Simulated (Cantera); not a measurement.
A freely propagating, adiabatic, planar premixed flame of C3H8 : O2 : N2 = 1 : 3.33 : 12.5 (molar parts), equivalence ratio 1.5, unburnt at 325 K and 255 Torr; mixture-averaged transport, grid criteria slope 0.08 and curve 0.16, no radiation.

Model: GRI-Mech 3.0 (53 species, 325 reactions), integrated in Cantera. GRI-Mech 3.0 was tuned for natural gas; its chemistry of propane as a main component is partial and can be far from experiment. Burning velocities carry a grid error of a few per cent, more on coarse grids.

### Question
Predict: laminar burning velocity; thermal thickness; peak x(CH2O); peak x(CO); peak x(H2).

### Answer
| Quantity | Result |
|---|---|
| laminar burning velocity | 34.2 cm/s |
| thermal thickness | 1.30 mm |
| peak x(CH2O) | 0.00154 |
| peak x(CO) | 0.111 |
| peak x(H2) | 0.0694 |
